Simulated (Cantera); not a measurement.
Mixture: CH4 : O2 : N2 = 1 : 2.11 : 9.26 (molar parts), equivalence ratio 0.95, at 0.430 bar, adiabatic and at constant pressure. Ignition delay is the time to a rise of 400 K.

Detailed kinetics in Cantera: GRI-Mech 3.0 (53 species, 325 reactions).

### Question
Predict: delay at 1100 K; delay at 1200 K; delay at 1300 K; delay at 1400 K; delay at 1500 K; delay at 1600 K; delay at 1700 K; apparent activation energy between 1500 and 1700 K.

### Answer
* **delay at 1100 K**: 0.495 s
* **delay at 1200 K**: 0.102 s
* **delay at 1300 K**: 24.9 ms
* **delay at 1400 K**: 7.17 ms
* **delay at 1500 K**: 2.49 ms
* **delay at 1600 K**: 1.03 ms
* **delay at 1700 K**: 0.496 ms
* **apparent activation energy between 1500 and 1700 K**: 170 kJ/mol
